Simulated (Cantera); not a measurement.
Feed: 1 mol C2H5OH, 0.043 mol H2O, 55 mol H2, equilibrated at 0.180 bar.

Cantera equilibrium calculation (NASA polynomials, part measured and part estimated; ideal gas, pure solids and liquids). Candidate condensed phases: C, C6H6, C7H8, C8H18, H2O; 110 gas species. Rates play no part.

x: gas mole fraction; n: condensed amount in mol.

| T (K) | x H2 | x H | x CO | x C2H2 (acetylene) | x CH4 | x C2H | x C4H2 | n C(graphite) |
|---|---|---|---|---|---|---|---|---|
| 1648 | 0.982 | 0.000208 | 0.0177 | 4.39e-5 | 0.000232 | 4.02e-11 | 7.64e-10 | 0.938 |
| 1798 | 0.981 | 0.000822 | 0.0176 | 0.000169 | 0.000134 | 1.23e-9 | 1.15e-8 | 0.929 |
| 1948 | 0.979 | [?] | 0.0176 | [?] | [?] | [?] | [?] | 0.889 |
| 2098 | 0.974 | 0.00716 | 0.0176 | 0.00139 | 5.66e-5 | 2.63e-7 | 8.03e-7 | 0.788 |
| 2248 | 0.962 | 0.0170 | 0.0175 | 0.00319 | 3.96e-5 | 2.22e-6 | 4.31e-6 | 0.572 |
| 2398 | 0.940 | [?] | 0.0173 | [?] | [?] | [?] | [?] | [?] |
| 2548 | 0.906 | 0.0694 | 0.0170 | 0.00768 | 1.65e-5 | 4.67e-5 | 2.69e-5 | 0 |
| 2698 | 0.853 | 0.123 | 0.0166 | 0.00738 | 8.91e-6 | 0.000112 | 2.65e-5 | 0 |

Task: Some entries are withheld; supply them.

Result: 
- 1948, x H: 0.00264
- 1948, x C2H2 (acetylene): 0.000528
- 1948, x CH4: 8.44e-5
- 1948, x C2H: 2.22e-8
- 1948, x C4H2: 1.14e-7
- 2398, x H: 0.0360
- 2398, x C2H2 (acetylene): 0.00649
- 2398, x CH4: 2.84e-5
- 2398, x C2H: 1.42e-5
- 2398, x C4H2: 1.85e-5
- 2398, n C(graphite): 0.166
